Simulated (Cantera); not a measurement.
# NO annealing gas

A perfectly stirred reactor is fed with 29.4 % NO, 70.6 % N₂, at 0.0424 atm; it is held at 1900 K, and followed from long to short residence time.

Model: GRI-Mech 3.0 (53 species, 325 reactions), integrated in Cantera. Radical loss at walls, strong at low pressure, is not modelled.

```csv
τ (s),x NO,x N₂,x O,x N₂O,x O₂
2.2,0.278,0.714,0.000170,3.01e-5,0.00773
0.54,0.291,0.708,0.000123,3.30e-5,0.00169
0.13,0.293,0.706,9.75e-5,3.11e-5,0.000328
0.032,0.294,0.706,5.90e-5,2.33e-5,4.00e-5
0.0078,0.294,0.706,1.74e-5,1.11e-5,1.92e-6
0.0019,0.294,0.706,3.90e-6,3.47e-6,8.81e-8
0.00046,0.294,0.706,9.27e-7,9.04e-7,4.93e-9
0.00011,0.294,0.706,2.21e-7,2.20e-7,2.80e-10
```
x: mole fraction; the columns are a selection and need not sum to one.
